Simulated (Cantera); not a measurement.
What does this Cantera script print?

```python
import numpy as np
import cantera as ct

gas_names = """
    B BH BH2 BH3 BN BO BO2 B2 B2O B2O2 B2O3 B3O3H3 H HBO HBO2 HNO HNO2 HNO3 HO2 H2 H2O H2O2 H3B3O6 N NH
    NH2 NH3 NH2OH NO NO2 NO3 N2 N2H2 N2H4 N2O O OH O2 O3
""".split()
cond_names = """
    B(b) B(L) BN(s) B2O3(L) B3O3H3(cr) H2O(s) H2O(L)
""".split()


# ... load() reads the species with a 1 bar reference pressure and builds the phases ...
atoms = {
    'BN': {'B': 1, 'N': 1},
    'O2': {'O': 2},
    'H2': {'H': 2},
}
top_T = {'BN(s)': 3200}  # K; cautious upper limits of use, not melting points


# ... equilibrate(T, P, feed) seeds the gas with the atoms and calls Mixture.equilibrate('TP', solver="vcs", rtol=1e-11, max_steps=5000) ...
results = []
feed = {'BN': 1, 'O2': 0.12, 'H2': 5.1}  # mol
for P in [1, 3.2, 10, 32, 100, 320, 1000, 3200, 10000, 32000, 100000]:
    for T in [1450, 1525, 1600, 1675, 1750, 1825, 1900, 1975, 2050]:
        mix = equilibrate(T, P, feed)
        results.append((T, P, feed, dict(zip(mix.species_names, mix.species_moles))))

for T, P, feed, n in results:
    print(f"{T:7g} {P:10.4g}  " + (" + ".join(c for c in cond_names if n.get(c, 0) > 1e-12) or "gas only"))
```

It prints:

```
   1450          1  BN(s)
   1525          1  BN(s)
   1600          1  BN(s)
   1675          1  B(b) + BN(s)
   1750          1  B(b)
   1825          1  B(b)
   1900          1  B(b)
   1975          1  B(b)
   2050          1  B(b)
   1450        3.2  BN(s)
   1525        3.2  BN(s)
   1600        3.2  BN(s)
   1675        3.2  BN(s)
   1750        3.2  B(b) + BN(s)
   1825        3.2  B(b)
   1900        3.2  B(b)
   1975        3.2  B(b)
   2050        3.2  B(b)
   1450         10  BN(s)
   1525         10  BN(s)
   1600         10  BN(s)
   1675         10  BN(s)
   1750         10  BN(s)
   1825         10  B(b) + BN(s)
   1900         10  B(b)
   1975         10  B(b)
   2050         10  B(b)
   1450         32  BN(s)
   1525         32  BN(s)
   1600         32  BN(s)
   1675         32  BN(s)
   1750         32  BN(s)
   1825         32  BN(s)
   1900         32  B(b) + BN(s)
   1975         32  B(b)
   2050         32  B(b)
   1450        100  BN(s)
   1525        100  BN(s)
   1600        100  BN(s)
   1675        100  BN(s)
   1750        100  BN(s)
   1825        100  BN(s)
   1900        100  B(b) + BN(s)
   1975        100  B(b) + BN(s)
   2050        100  B(b)
   1450        320  BN(s) + B2O3(L)
   1525        320  BN(s)
   1600        320  BN(s)
   1675        320  BN(s)
   1750        320  BN(s)
   1825        320  BN(s)
   1900        320  BN(s)
   1975        320  B(b) + BN(s)
   2050        320  B(b) + BN(s)
   1450       1000  BN(s) + B2O3(L)
   1525       1000  BN(s) + B2O3(L)
   1600       1000  BN(s)
   1675       1000  BN(s)
   1750       1000  BN(s)
   1825       1000  BN(s)
   1900       1000  BN(s)
   1975       1000  BN(s)
   2050       1000  B(b) + BN(s)
   1450       3200  BN(s) + B2O3(L)
   1525       3200  BN(s) + B2O3(L)
   1600       3200  BN(s) + B2O3(L)
   1675       3200  BN(s)
   1750       3200  BN(s)
   1825       3200  BN(s)
   1900       3200  BN(s)
   1975       3200  BN(s)
   2050       3200  BN(s)
   1450      1e+04  BN(s) + B2O3(L)
   1525      1e+04  BN(s) + B2O3(L)
   1600      1e+04  BN(s) + B2O3(L)
   1675      1e+04  BN(s)
   1750      1e+04  BN(s)
   1825      1e+04  BN(s)
   1900      1e+04  BN(s)
   1975      1e+04  BN(s)
   2050      1e+04  BN(s)
   1450    3.2e+04  BN(s) + B2O3(L)
   1525    3.2e+04  BN(s) + B2O3(L)
   1600    3.2e+04  BN(s) + B2O3(L)
   1675    3.2e+04  BN(s) + B2O3(L)
   1750    3.2e+04  BN(s)
   1825    3.2e+04  BN(s)
   1900    3.2e+04  BN(s)
   1975    3.2e+04  BN(s)
   2050    3.2e+04  BN(s)
   1450      1e+05  BN(s) + B2O3(L)
   1525      1e+05  BN(s) + B2O3(L)
   1600      1e+05  BN(s) + B2O3(L)
   1675      1e+05  BN(s) + B2O3(L)
   1750      1e+05  BN(s) + B2O3(L)
   1825      1e+05  BN(s)
   1900      1e+05  BN(s)
   1975      1e+05  BN(s)
   2050      1e+05  BN(s)
```

Cantera equilibrium calculation (NASA polynomials, part measured and part estimated; ideal gas, pure solids and liquids). Mutual solubility and eutectic melting of coexisting phases are not modelled.
